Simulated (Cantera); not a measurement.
Equilibrium for silicon epitaxy and polysilicon growth: SiHCl3 + N2

A closed system holds: 1 mol SiHCl3, a varied amount of N2, held at 600 °C and 67000 Pa.

Equilibrium computed with Cantera from the NASA thermochemical tables; the gas is ideal and each condensed phase is pure. Candidate condensed phases: NH4Cl, Si, Si3N4; 28 gas species. N2 is the only nitrogen source here; it is nearly inert below about 1500 K, so the nitride shown seldom forms there in practice. Equilibrium is a limit: real reactors are often held back by kinetics, nucleation or transport.

```tsv
n(N2) (mol)	log p N2	log p HCl	log p SiCl4	log p H2	log p SiHCl3	log p NH3	log p SiCl3	log p SiH2Cl2	n Si3N4(s)
5.6	-0.28	-1.18	-1.24	-1.78	-4.51	-5.63	-6.19	-8.82	0.139
7.3	-0.25	-1.26	-1.34	-1.91	-4.65	-5.81	-6.27	-9.00	0.141
9.5	-0.24	-1.35	-1.44	-2.04	-4.79	-5.99	-6.35	-9.19	0.142
12	-0.22	-1.43	-1.54	-2.15	-4.93	-6.16	-6.42	-9.36	0.144
16	-0.21	-1.54	-1.66	-2.30	-5.09	-6.38	-6.51	-9.57	0.145
21	-0.20	-1.64	-1.77	-2.45	-5.25	-6.60	-6.60	-9.78	0.147
28	-0.20	-1.74	-1.90	-2.61	-5.43	-6.83	-6.70	-10.00	0.149
36	-0.19	-1.84	-2.00	-2.75	-5.58	-7.04	-6.78	-10.19	0.150
47	-0.19	-1.94	-2.12	-2.90	-5.74	-7.26	-6.87	-10.40	0.151
62	-0.18	-2.05	-2.24	-3.06	-5.91	-7.50	-6.96	-10.62	0.153
81	-0.18	-2.16	-2.36	-3.21	-6.08	-7.73	-7.05	-10.84	0.154
110	-0.18	-2.28	-2.49	-3.39	-6.27	-8.00	-7.15	-11.09	0.155
140	-0.18	-2.38	-2.60	-3.53	-6.42	-8.21	-7.23	-11.28	0.156
```
log p: log10 of the partial pressure in bar; n: condensed amount in mol.

From 5.6 mol N2 to 140 mol N2 the condensed part is Si3N4(s). The main Si-bearing gas is SiCl4 throughout. The share of Si in condensed phases is highest at 140 mol N2 (46.9 %) and lowest at 5.6 mol N2 (41.6 %).
